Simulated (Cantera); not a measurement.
Diamond growth

A diamond (100) surface in a fixed gas of H2 with x(CH4) = 0.018, x(CH3) = 3.1e-05, at 973 K, 0.00987 atm; coverages are run to steady state.

Detailed kinetics in Cantera: the Harris–Goodwin 1993 mechanism for the reconstructed diamond (100) surface.

```tsv
x(H)	growth (µm/h)	θ c6HH	θ c6H*	θ c6*H	θ c6**	θ c6HM
0.0001	0.0208	0.625	0.0145	0.321	0.00434	0.0259
0.00024	0.0436	0.613	0.0151	0.335	0.00592	0.0232
0.00056	0.0739	0.612	0.0155	0.342	0.00695	0.0171
0.0013	0.103	0.615	0.0157	0.348	0.00752	0.0103
0.0031	0.124	0.618	0.0159	0.351	0.00783	0.00523
0.0073	0.136	0.620	0.0160	0.353	0.00797	0.00243
0.017	0.141	0.621	0.0160	0.354	0.00803	0.00109
0.041	0.144	0.621	0.0161	0.354	0.00806	0.000458
0.096	0.145	0.621	0.0162	0.354	0.00809	0.000197
```
θ: site fractions in the mechanism's names (c6HH fully hydrogenated, c6H* and c6*H radical sites, c6** diradical, c6HM methylated).
